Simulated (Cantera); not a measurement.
Input: 1 mol FeS2, 0.11 mol O2, 15 mol N2, at 1423.15 K and 13300 Pa.

Equilibrium computed with Cantera from the NASA thermochemical tables; the gas is ideal and each condensed phase is pure. Candidate condensed phases: Fe, FeO, FeS, FeSO4, FeS2, Fe2O3, Fe2(SO4)3, Fe3O4, S; 19 gas species. FeS: taken at fixed stoichiometry. Equilibrium is a limit: real reactors are often held back by kinetics, nucleation or transport.

What is the equilibrium state?


```
Property                             Result
--------------------------------  ---------
x(N2)                                 0.964
x(S2)                                0.0284
x(SO2)                              0.00684
x(SO)                              0.000286
x(S2O)                             0.000176
x(S)                                7.34e-6
n(FeS(s))                          1.00 mol
gas amount                        15.56 mol
log10 activity of Fe(γ) (absent)      -1.44
log10 activity of S(l) (absent)       -2.34
```
